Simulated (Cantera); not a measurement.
Feed: 1 mol CaCl2, 0.05 mol O2, 42 mol N2, equilibrated at 1100 K and 10.0 Pa.

Method: chemical equilibrium by Gibbs-energy minimisation in Cantera with the NASA 1993 tables (ideal gas, pure condensed phases). Candidate condensed phases: Ca, CaCl2, CaO; 17 gas species. Mutual solubility and eutectic melting of coexisting phases are not modelled. Condensed phases not in the tables: oxide chlorides. Equilibrium is a limit: real reactors are often held back by kinetics, nucleation or transport.

Problem. What is the equilibrium state?

Solution. 
```json
{
  "x(N2)": "0.993",
  "x(CaCl2)": "0.00555",
  "x(O2)": "0.000986",
  "x(Cl)": "0.000723",
  "x(Cl2)": "2.28e-5",
  "x(NO)": "6.54e-6",
  "n(CaCl2(l))": "0.749 mol",
  "n(CaO(s))": "0.0163 mol",
  "gas_amount": "42.31 mol",
  "log10 activity of Ca(s) (absent)": "-21.17"
}
```
